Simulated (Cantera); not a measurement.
Charge: 1 mol BN, 13 mol F2, held at 475 °C and 1330 Pa.

Method: chemical equilibrium by Gibbs-energy minimisation in Cantera with the NASA 1993 tables (ideal gas, pure condensed phases). Candidate condensed phases: B, BN; 13 gas species. The numbers say what is thermodynamically allowed, not how fast it happens.

Problem. What is the equilibrium state?

Solution. x(F2): 0.818
x(BF3): 0.0810
x(NF3): 0.0665
x(F): 0.0278
x(N2): 0.00725
gas amount: 12.35 mol
log10 activity of B(s) (absent): -76.28
